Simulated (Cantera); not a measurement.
A perfectly stirred reactor is fed with CH₄ : H₂ : N₂ = 0.02 : 1 : 0.00031 (molar parts), at 0.0133 bar; it is held at 2575 K, and followed from long to short residence time.

Cantera simulation using GRI-Mech 3.0 (53 species, 325 reactions); the numbers are that mechanism's predictions, not measurements. GRI-Mech 3.0 stops at C3 and has no aromatics, soot or wall deposition, so with more carbon than oxygen in the feed, carbon stays in small species such as C2H2 where larger ones or solid carbon would form. Radical loss at walls, strong at low pressure, is not modelled.

One state of this run: x CH₄ = 1.11e-5; x H₂ = 0.816; x C₂H = 0.000153; x C₂H₄ = 1.12e-7; x HCN = 1.91e-5. x: mole fraction; the columns are a selection and need not sum to one.

Question: Which value of τ (s) does it belong to?
(A) 0.021
(B) 1.2
(C) 0.011
(D) 0.63

Answer: D, 0.63
